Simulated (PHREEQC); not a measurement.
0.039 g of hydrous ferric oxide (600 m²/g; 0.2 weak and 0.005 strong sites per Fe, Dzombak-Morel constants, diffuse double layer) in 1 kg of water with 0.001 mol/kgw of an inert sodium salt and 3.1e-06 mol Na2SeO4, at 25 °C; the pH is set by adding NaOH or the inert anion's acid. Oxygen is held at 0.21 atm. CO2 from the air is kept out. Nothing may precipitate in this run.

Base run: PHREEQC, ion-association model, wateq4f.dat. Each further column changes one thing. The table gives surface charge σ (C/m²).

```
pH       base  background salt from 0.001 to 0.0001 mol/kgw  oxide from 0.039 to 0.2 g/kgw  1.3e-05 mol/kgw CaCl2 added
-----  ------  --------------------------------------------  -----------------------------  ---------------------------
3       0.236                                         0.208                          0.252                        0.236
3.67    0.141                                         0.093                          0.153                        0.142
4.33    0.082                                         0.039                          0.090                        0.083
5       0.045                                         0.018                          0.050                        0.046
5.67    0.024                                         0.008                          0.026                        0.024
6.33    0.012                                         0.004                          0.013                        0.013
7       0.006                                         0.002                          0.006                        0.006
7.67    0.002                                         0.001                          0.002                        0.002
8.33   -0.001                                         0.000                         -0.001                       -0.001
9      -0.004                                        -0.002                         -0.004                       -0.003
9.67   -0.010                                        -0.004                         -0.011                       -0.007
10.33  -0.023                                        -0.013                         -0.023                       -0.016
11     -0.054                                        -0.043                         -0.055                       -0.039
```

The oxide is taken as insoluble; below pH 4 it would dissolve.
